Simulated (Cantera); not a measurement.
Feed: 1 mol MgCO₃, 1.9 mol SO₃, 0.22 mol H₂O, held at 13.5 Torr.

These are equilibrium values from Cantera (NASA tables, ideal gas, pure condensed phases), not measurements of a reactor. Candidate condensed phases: C, C₆H₆, C₇H₈, C₈H₁₈, H₂O, H₂SO₄, Mg, MgCO₃, MgO, Mg(OH)₂, MgS, MgSO₄, S; 130 gas species. Mutual solubility and eutectic melting of coexisting phases are not modelled. The numbers say what is thermodynamically allowed, not how fast it happens. All values below are at 850 °C.

Base state: SO₂ 0.371, CO₂ 0.354, O₂ 0.186, H₂O 0.0780, SO₃ 0.0107 (mole fractions); condensed: MgO(s) + MgSO₄(s).

Task: What changes in the equilibrium state with this change: pressure from 13.5 Torr to 1 atm?

Result: 
| species | before | after |
|---|---|---|
| CO₂ | 0.354 | 0.401 |
| SO₂ | 0.371 | 0.302 |
| O₂ | 0.186 | 0.151 |
| SO₃ | 0.0107 | 0.0590 |
| H₂O | 0.0780 | 0.0881 |
| MgO(s), mol | 0.177 | 0 |
| MgSO₄(s), mol | 0.823 | 1.00 |
